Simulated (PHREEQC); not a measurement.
A solution holds 0.019 mol HF, 0.032 mol H2SiF6 and 0.0082 mol H3BO3 per kg of water, at 25 °C. Closed to the air; pH follows from the charge balance.

Model: ion-association model, wateq4f.dat, run in PHREEQC.

This is a speciation only: nothing precipitates in the calculation.

Q: What pH, ionic strength does the model give?

A: pH 1.26; ionic strength 0.0962 mol/kgw.

Q: In which forms is B present?

A: BF4- 68 %, H3BO3 28 %, BF3OH- 3.5 %, BF2(OH)2- 0.7 % of the B.

Saturation is exceeded, for instance for Quartz (slow to form), Chalcedony (slow to form); the values hold only as long as no solid forms. SiF6-2 is the database's only silicon fluoride. Real BF4- forms and hydrolyses slowly; the run takes it at equilibrium.
